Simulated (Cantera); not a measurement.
A closed system holds: 1 mol Si2Cl6, 0.62 mol HCl, 48 mol N2, at 650 °C and 0.540 bar.

Equilibrium computed with Cantera from the NASA thermochemical tables; the gas is ideal and each condensed phase is pure. Candidate condensed phases: NH4Cl, Si, Si3N4; 28 gas species. The feed counts by its element totals alone. N2 is the only nitrogen source here; it is nearly inert below about 1500 K, so the nitride shown seldom forms there in practice. Equilibrium is a limit: real reactors are often held back by kinetics, nucleation or transport.

Base state: N2 0.958, SiCl4 0.0304, HCl 0.0115, H2 0.000454 (mole fractions); condensed: Si3N4(s).

Task: What changes in the equilibrium state with this change: N2 from 48 to 20 mol?

Result: 
| species | before | after |
|---|---|---|
| N2 | 0.958 | 0.903 |
| SiCl4 | 0.0304 | 0.0696 |
| HCl | 0.0115 | 0.0255 |
| SiHCl3 | 4.26e-6 | 1.45e-5 |
| H2 | 0.000454 | 0.00149 |
| Si3N4(s), mol | 0.163 | 0.161 |
